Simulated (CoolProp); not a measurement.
Saturation properties of hydrogen sulfide.

Computed with CoolProp (reference Helmholtz-energy equation of state, Lemmon 2006). It is a short technical equation, of lower accuracy than the large ones.

```json
[
 {"T (K)": "258.5", "p (MPa)": "0.6545", "vapour Z": "0.9158", "vapour viscosity (µPa s)": "9.85"},
 {"T (K)": "263.9", "p (MPa)": "0.7791", "vapour Z": "0.9052", "vapour viscosity (µPa s)": "10.0"},
 {"T (K)": "269.3", "p (MPa)": "0.9206", "vapour Z": "0.8938", "vapour viscosity (µPa s)": "10.2"},
 {"T (K)": "274.6", "p (MPa)": "1.077", "vapour Z": "0.8819", "vapour viscosity (µPa s)": "10.4"},
 {"T (K)": "280", "p (MPa)": "1.256", "vapour Z": "0.8688", "vapour viscosity (µPa s)": "10.6"},
 {"T (K)": "285.4", "p (MPa)": "1.455", "vapour Z": "0.8549", "vapour viscosity (µPa s)": "10.8"},
 {"T (K)": "290.8", "p (MPa)": "1.677", "vapour Z": "0.8401", "vapour viscosity (µPa s)": "11.0"},
 {"T (K)": "296.2", "p (MPa)": "1.923", "vapour Z": "0.8243", "vapour viscosity (µPa s)": "11.2"}
]
```

It boils at 212.9 K under 1 atm.

Viscosity comes from a separate model (Quiñones-Cisneros 2012).
